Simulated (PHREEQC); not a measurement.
Brine

A solution holds 1 mol K2CO3, 0.231 mol KCl and 0.0019 mol H4SiO4 per kg of water, at 25 °C. Closed to the air; pH follows from the charge balance.

Model: Pitzer model, pitzer.dat, run in PHREEQC.

No solid was allowed to form.

**Question.** Estimate the pH, ionic strength, activity of water.

**Answer.** pH 11.80; ionic strength 3.22 mol/kgw; activity of water 0.949.

**Question.** In which forms is Si present?

**Answer.** H3SiO4- 60 %, H2SiO4-2 40 % of the Si.

In brines, pH and single-ion activities rest on the MacInnes convention.
